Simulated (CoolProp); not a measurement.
Properties of methane along the isotherm -58.65 °C.

Model: reference Helmholtz-energy equation of state, Setzmann 1991, in CoolProp.

```json
[
 {"p (MPa)": "0.0364", "phase": "gas", "density (kg/m³)": "0.3280", "speed of sound (m/s)": "383.8", "Joule-Thomson coefficient (K/MPa)": "8.190", "expansivity (1/kK)": "4.688"},
 {"p (MPa)": "0.0614", "phase": "gas", "density (kg/m³)": "0.5540", "speed of sound (m/s)": "383.6", "Joule-Thomson coefficient (K/MPa)": "8.193", "expansivity (1/kK)": "4.707"},
 {"p (MPa)": "0.104", "phase": "gas", "density (kg/m³)": "0.9405", "speed of sound (m/s)": "383.1", "Joule-Thomson coefficient (K/MPa)": "8.198", "expansivity (1/kK)": "4.738"},
 {"p (MPa)": "0.175", "phase": "gas", "density (kg/m³)": "1.588", "speed of sound (m/s)": "382.4", "Joule-Thomson coefficient (K/MPa)": "8.206", "expansivity (1/kK)": "4.791"},
 {"p (MPa)": "0.295", "phase": "gas", "density (kg/m³)": "2.694", "speed of sound (m/s)": "381.1", "Joule-Thomson coefficient (K/MPa)": "8.220", "expansivity (1/kK)": "4.883"},
 {"p (MPa)": "0.498", "phase": "gas", "density (kg/m³)": "4.598", "speed of sound (m/s)": "378.9", "Joule-Thomson coefficient (K/MPa)": "8.243", "expansivity (1/kK)": "5.046"},
 {"p (MPa)": "0.84", "phase": "gas", "density (kg/m³)": "7.903", "speed of sound (m/s)": "375.2", "Joule-Thomson coefficient (K/MPa)": "8.278", "expansivity (1/kK)": "5.341"},
 {"p (MPa)": "1.42", "phase": "gas", "density (kg/m³)": "13.82", "speed of sound (m/s)": "368.8", "Joule-Thomson coefficient (K/MPa)": "8.330", "expansivity (1/kK)": "5.916"},
 {"p (MPa)": "2.39", "phase": "gas", "density (kg/m³)": "24.76", "speed of sound (m/s)": "358.0", "Joule-Thomson coefficient (K/MPa)": "8.379", "expansivity (1/kK)": "7.152"},
 {"p (MPa)": "4.04", "phase": "gas", "density (kg/m³)": "47.68", "speed of sound (m/s)": "339.4", "Joule-Thomson coefficient (K/MPa)": "8.270", "expansivity (1/kK)": "10.64"},
 {"p (MPa)": "6.81", "phase": "supercritical", "density (kg/m³)": "112.9", "speed of sound (m/s)": "321.1", "Joule-Thomson coefficient (K/MPa)": "6.465", "expansivity (1/kK)": "27.77"},
 {"p (MPa)": "11.5", "phase": "supercritical", "density (kg/m³)": "233.0", "speed of sound (m/s)": "499.0", "Joule-Thomson coefficient (K/MPa)": "1.611", "expansivity (1/kK)": "14.50"}
]
```
